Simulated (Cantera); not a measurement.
Input: 1 mol SiH2Cl2, 0.89 mol N2O, 0.31 mol H2, at 18.0 Torr.

Cantera equilibrium calculation (NASA polynomials, part measured and part estimated; ideal gas, pure solids and liquids). Candidate condensed phases: H2O, NH4Cl, Si, SiO2, Si2N2O, Si3N4; 47 gas species. Mutual solubility and eutectic melting of coexisting phases are not modelled. Kinetics and transport are ignored.

Problem. At 1073 K, list the 4 most abundant gas species with their mole fractions, and the condensed phases.

Solution. HCl 0.691, N2 0.187, H2 0.118, SiCl4 0.00410. Condensed: SiO2(β-quartz) + Si2N2O(s).
